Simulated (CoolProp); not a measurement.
A simple Rankine cycle with n-perfluorobutane: condensing at 296.15 K, boiler at 1.75 MPa, turbine inlet 377.7 K, turbine efficiency 0.65, pump efficiency 0.6, no recuperator. Each further row changes one setting.

The numbers come from the reference Helmholtz-energy equation of state, Gao 2022 in CoolProp.

```
case                             thermal efficiency (%)  net work (kJ/kg)  heat in (kJ/kg)  turbine exit temperature (K)  volume ratio over the turbine
-------------------------------  ----------------------  ----------------  ---------------  ----------------------------  -----------------------------
as stated                                           7.8              11.3              145                         345.2                           9.91
turbine inlet 397.7 K                               7.6              12.8              168                         368.7                           8.63
condensing temperature 288.15 K                     8.6              13.2              154                         342.5                           13.0
boiler pressure 1.22 MPa                            6.8              10.4              154                         356.0                           5.65
turbine efficiency 0.55                             6.4              9.32              145                         347.4                           9.99
```
